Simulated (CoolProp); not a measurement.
The fluid at 298.15 K and 0.0219 MPa (gas) is heated at constant pressure to 332.9 K. The same conditions are run with several fluids, on thermodynamics alone (safety and materials aside).

Computed with CoolProp (reference Helmholtz-energy equation of state of each fluid (cyclopentane: Gedanitz 2015; R1132(E): Akasaka 2024; normal hydrogen: Leachman 2009; R1233zd(E): Akasaka 2022; hydrogen chloride: Thol 2018)).

```csv
fluid,heat (kJ/kg),final density (kg/m³)
cyclopentane,44.5,0.559
R1132(E),33.8,0.508
normal hydrogen,499,0.0159
R1233zd(E),28.2,1.04
hydrogen chloride,27.8,0.289
```
